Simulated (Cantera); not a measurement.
## Premixed flame

A freely propagating, adiabatic, planar premixed flame of CO : H2 : CH4 : O2 : N2 = 1 : 0.3 : 0.11 : 0.669 : 2.52 (molar parts), unburnt at 625 K and 500000 Pa; mixture-averaged transport, grid criteria slope 0.08 and curve 0.16, no radiation.

Model: GRI-Mech 3.0 (53 species, 325 reactions), integrated in Cantera. Burning velocities carry a grid error of a few per cent, more on coarse grids.

```
z (mm)   T (K)  u (m/s)    x CO    x H2     x CH4   x C2H6      x H   x C2H4
-------  -----  -------  ------  ------  --------  -------  -------  -------
-0.205     625     2.32   0.217  0.0651    0.0239    <1e-8    <1e-8    <1e-8
-0.137     625     2.32   0.218  0.0645    0.0239    <1e-8    <1e-8    <1e-8
-0.102     626     2.32   0.218  0.0634    0.0240    <1e-8    <1e-8    <1e-8
-0.0683    630     2.33   0.219  0.0600    0.0240  5.58e-8    <1e-8  1.03e-8
-0.0341    749     2.74   0.219  0.0486    0.0227  6.02e-6  4.54e-5  8.45e-7
-0.0171   1090     3.97   0.212  0.0375    0.0168  2.95e-5  0.00108  6.48e-6
0         1548     5.60   0.198  0.0250   0.00541  9.72e-6  0.00544  1.05e-5
0.0171    1818     6.50   0.172  0.0158  0.000447  8.44e-8   0.0105  7.71e-7
0.0341    1954     6.90   0.149  0.0131   1.56e-5    <1e-8   0.0126    <1e-8
0.0683    2104     7.32   0.125  0.0134   3.28e-8    <1e-8   0.0120    <1e-8
0.137     2249     7.74   0.113  0.0130     <1e-8    <1e-8  0.00858    <1e-8
0.273     2372     8.10   0.105  0.0116     <1e-8    <1e-8  0.00528    <1e-8
0.546     2464     8.35  0.0989  0.0104     <1e-8    <1e-8  0.00322    <1e-8
```
x: mole fraction of selected species; z is measured from the peak of heat release.

The laminar burning velocity comes out as 232 cm/s, the thermal thickness comes out as 0.0683 mm and the peak x(C2H6) is 3.12e-5. The peak x(H) is 0.0128 and the peak x(C2H4) is 1.21e-5. The grid points comes out as 136.
